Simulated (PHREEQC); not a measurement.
**Nickel, zinc or cadmium bath**

Dissolve 0.27 mol/kgw Ni(NO3)2 and 0.045 mol/kgw HCl at 25 °C. Closed to the air; pH follows from the charge balance.

Computed with PHREEQC (ion-association model, wateq4f.dat).

```yaml
pH: 1.47
ionic_strength: 0.840 mol/kgw
activity_of_water: 0.985
total_alkalinity: -45.0 meq/kg
```

| species | molality | activity | log γ |
|---|---|---|---|
| NO3- | 0.540 | 0.307 | -0.246 |
| Ni+2 | 0.263 | 0.0908 | -0.461 |
| H+ | 0.0450 | 0.0337 | -0.126 |
| Cl- | 0.0375 | 0.0228 | -0.215 |
| NiCl+ | 0.00680 | 0.00521 | -0.115 |
| NiCl2 | 0.000356 | 0.000432 | 0.084 |

This is a speciation only: nothing precipitates in the calculation. Ionic strength above about 0.7 mol/kgw puts this run outside the model's range. Species that the database lacks are ignored.
